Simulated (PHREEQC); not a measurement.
Dissolve 0.028 mol/kgw KH2PO4, 0.00039 mol/kgw Na2B4O7 and 0.00024 mol/kgw KCl at 53 °C. Closed to the air; pH follows from the charge balance.

All values are PHREEQC results (ion-association model, phreeqc.dat), not measurements.

| Property | Value |
|---|---|
| pH | 5.38 |
| ionic strength | 0.0298 mol/kgw |
| specific conductance | 4670 µS/cm |
| total alkalinity | 0.780 meq/kg |

| species | molality | activity | log γ |
|---|---|---|---|
| K+ | 0.0282 | 0.0236 | -0.077 |
| H2PO4- | 0.0272 | 0.0231 | -0.071 |
| H3BO3 | 0.00156 | 0.00157 | 0.003 |
| HPO4-2 | 0.000781 | 0.000402 | -0.288 |
| Na+ | 0.000779 | 0.000659 | -0.073 |
| Cl- | 0.000240 | 0.000201 | -0.076 |
| KHPO4- | 2.18e-5 | 1.85e-5 | -0.071 |

Precipitation was switched off in this run. At this temperature some constants are extrapolated from 25 °C, and those without enthalpy data are left unchanged.
